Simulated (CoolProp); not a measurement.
n-hexane along the isotherm 181.65 °C: Z from the reference equation and from simpler models built on Tc = 234.7 °C, pc = 3044 kPa, ω = 0.300; each cubic takes its own stable root.

Computed with CoolProp (reference Helmholtz-energy equation of state, Thol 2019).

```tsv
p (kPa)	phase	reference	van der Waals	Redlich-Kwong	Soave-Redlich-Kwong	Peng-Robinson
96.3	gas	0.9836	0.9876	0.9851	0.9843	0.9829
182	gas	0.9686	0.9764	0.9715	0.9700	0.9674
346	gas	0.9389	0.9543	0.9448	0.9417	0.9369
656	gas	0.8780	0.9096	0.8908	0.8842	0.8752
1240	gas	0.7352	0.8113	0.7707	0.7530	0.7365
2360	liquid	0.1120	0.1879	0.1383	0.1307	0.1156
4470	liquid	0.2063	0.3257	0.2448	0.2353	0.2087
8470	liquid	0.3766	0.5700	0.4303	0.4191	0.3729
16100	liquid	0.6832	1.004	0.7545	0.7419	0.6625
30400	liquid	1.221	1.767	1.314	1.300	1.165
```
